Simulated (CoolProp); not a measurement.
Ethane along the isobar 58.2 bar: density (kg/m³) from the reference equation and from simpler models built on Tc = 305.3 K, pc = 48.72 bar, ω = 0.099; each cubic takes its own stable root.

Values from CoolProp's reference Helmholtz-energy equation of state, Bücker 2006.

| T (K) | phase | reference | van der Waals | Redlich-Kwong | Soave-Redlich-Kwong | Peng-Robinson |
|---|---|---|---|---|---|---|
| 123.1 | liquid | ? | ? | 595.1 | 592.3 | 664.3 |
| 147.5 | liquid | 591.6 | 387.6 | 571.4 | 570.4 | 641.0 |
| 171.8 | liquid | 564.2 | 372.3 | 544.6 | 545.5 | 614.2 |
| 196.2 | liquid | 535.1 | 355.4 | ? | 516.7 | 582.8 |
| 220.5 | liquid | 503.8 | 336.6 | 479.1 | 483.3 | 545.8 |
| 244.9 | liquid | 468.5 | 314.7 | 438.1 | 443.1 | 500.6 |
| 269.2 | liquid | 426.3 | 288.1 | ? | 393.0 | 443.2 |
| 293.6 | liquid | 366.7 | 251.6 | 319.0 | 322.1 | 360.3 |
| 317.9 | supercritical | 156.0 | 170.3 | 155.8 | ? | 158.9 |

Question: What belongs in the gaps?

Answer: 
- 123.1, reference: 618.3
- 123.1, van der Waals: 401.8
- 196.2, Redlich-Kwong: 514.0
- 269.2, Redlich-Kwong: 388.0
- 317.9, Soave-Redlich-Kwong: 149.2
